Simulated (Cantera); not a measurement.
Cantera run, input and output.

```python
import numpy as np
import cantera as ct

gas = ct.Solution("gri30.yaml")
gas.TPX = 1775, 76000, {'CO': 1, 'H2': 0.062, 'O2': 1.44, 'N2': 6.03}
reactor = ct.IdealGasReactor(gas, energy="on", clone=False)
net = ct.ReactorNet([reactor])
net.rtol, net.atol = 1e-08, 1e-16
show = ['CO', 'H2', 'O2', 'H2O', 'CO2']
times = np.geomspace(3e-06, 10, 16)

steps = ct.SolutionArray(gas, extra=["t"])
rows = []
print(f"{'t/s':>10s}{'T/K':>9s}{'P/Pa':>11s}" + "".join(f"{s:>11s}" for s in show))
for t in times:
    while net.time < t:
        t_next = net.step()
        steps.append(gas.state, t=t_next)
    rows.append([np.interp(t, steps.t, y) for y in (steps.T, steps.P, *steps(*show).X.T)])
    print(f"{t:10.3e}{rows[-1][0]:9.1f}{rows[-1][1]:11.4g}" + "".join(f"{x:11.3e}" for x in rows[-1][2:]))
rate = np.gradient(steps.T, steps.t)
print("integrator steps:", len(steps.t))
if steps.T.max() > steps.T[0] + 200:
    print(f"time of steepest temperature rise: {steps.t[rate.argmax()]:.4e} s")
gas.TPX = 1775, 76000, {'CO': 1, 'H2': 0.062, 'O2': 1.44, 'N2': 6.03}
gas.equilibrate("UV")
print(f"equilibrium (UV): T = {gas.T:.1f} K  " + "  ".join(f"{s} {gas[s].X[0]:.3e}" for s in show))
```

Result:

```
       t/s      T/K       P/Pa         CO         H2         O2        H2O        CO2
 3.000e-06   1775.0    7.6e+04  1.172e-01  7.266e-03  1.688e-01  1.355e-07  1.192e-06
 8.165e-06   1775.0    7.6e+04  1.172e-01  7.260e-03  1.688e-01  2.748e-06  6.076e-06
 2.222e-05   1775.1    7.6e+04  1.170e-01  6.882e-03  1.683e-01  2.101e-04  2.494e-04
 6.049e-05   1811.0  7.745e+04  9.727e-02  2.647e-04  1.456e-01  4.479e-03  2.006e-02
 1.646e-04   1977.7  8.395e+04  5.731e-02  3.604e-04  1.166e-01  2.424e-03  6.091e-02
 4.481e-04   2247.9  9.394e+04  4.330e-02  3.364e-04  1.165e-01  3.345e-03  7.678e-02
 1.220e-03   2513.3  1.034e+05  2.907e-02  2.242e-04  1.167e-01  4.554e-03  9.297e-02
 3.320e-03   2619.0  1.069e+05  2.081e-02  1.614e-04  1.129e-01  5.170e-03  1.022e-01
 9.036e-03   2611.5  1.065e+05  1.984e-02  1.563e-04  1.089e-01  5.281e-03  1.032e-01
 2.460e-02   2607.6  1.063e+05  1.959e-02  1.551e-04  1.076e-01  5.314e-03  1.035e-01
 6.694e-02   2607.5  1.063e+05  1.958e-02  1.550e-04  1.075e-01  5.315e-03  1.035e-01
 1.822e-01   2607.5  1.063e+05  1.958e-02  1.550e-04  1.075e-01  5.315e-03  1.035e-01
 4.959e-01   2607.5  1.063e+05  1.958e-02  1.550e-04  1.075e-01  5.315e-03  1.035e-01
 1.350e+00   2607.5  1.063e+05  1.958e-02  1.550e-04  1.075e-01  5.315e-03  1.035e-01
 3.674e+00   2607.5  1.063e+05  1.958e-02  1.550e-04  1.075e-01  5.315e-03  1.035e-01
 1.000e+01   2607.5  1.063e+05  1.958e-02  1.550e-04  1.075e-01  5.315e-03  1.035e-01
integrator steps: 1179
time of steepest temperature rise: 1.0309e-04 s
equilibrium (UV): T = 2607.5 K  CO 1.958e-02  H2 1.550e-04  O2 1.075e-01  H2O 5.315e-03  CO2 1.035e-01
```

Model: GRI-Mech 3.0 (53 species, 325 reactions), integrated in Cantera.
